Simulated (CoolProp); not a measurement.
Tetrahydrofuran at several states: density (kg/m³) from the reference equation and from simpler models built on Tc = 267.0 °C, pc = 53.04 bar, ω = 0.234; each cubic takes its own stable root.

Values from CoolProp's reference Helmholtz-energy equation of state, Fiedler 2023.

```tsv
T (°C)	p (bar)	phase	reference	Redlich-Kwong	Soave-Redlich-Kwong
205.15	0.957	gas	1.751	1.750	1.751
113.75	77.2	liquid	790.0	715.1	737.0
-76.35	0.126	liquid	989.9	890.8	897.2
256.35	2.98	gas	4.983	4.983	4.984
```
